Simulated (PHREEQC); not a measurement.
# Buffer (model solution)

Solution (20 °C): 0.2 mol NaHCO3 and 6.4e-05 mol NaF per kg of water. Closed to the air; pH follows from the charge balance.

Computed with PHREEQC (ion-association model, phreeqc.dat).

Each row changes one thing in this solution. This is a speciation only: nothing precipitates in the calculation.

| case | pH | ionic strength (mol/kgw) | Na+ (mol/kgw) | NaF (mol/kgw) | HF (mol/kgw) |
|---|---|---|---|---|---|
| as made | 7.99 | 0.190 | 0.188 | 3.36e-6 | 5.85e-10 |
| temperature from 20 to 45 °C | 7.69 | 0.189 | 0.187 | 3.27e-6 | … |
| NaHCO3 left out | 7.10 | 6.41e-5 | 6.40e-5 | 2.31e-9 | … |
| NaHCO3 from 0.2 to 0.04 mol/kgw | 8.17 | 0.0397 | 0.0393 | … | … |
| 0.0029 mol/kgw KCl added | 7.99 | 0.193 | 0.188 | 3.36e-6 | 5.85e-10 |
| NaF replaced by NH4F at the same molality | 7.99 | 0.190 | 0.188 | 3.36e-6 | 5.85e-10 |

Q: What belongs in the gaps?

A: 
- temperature from 20 to 45 °C, HF (mol/kgw): 1.82e-9
- NaHCO3 left out, HF (mol/kgw): 6.91e-9
- NaHCO3 from 0.2 to 0.04 mol/kgw, NaF (mol/kgw): 9.82e-7
- NaHCO3 from 0.2 to 0.04 mol/kgw, HF (mol/kgw): 4.76e-10

Complexes and solids missing from the database can't appear. Away from 25 °C the constants follow the database's enthalpies or fits; those with neither stay at their 25 °C values.
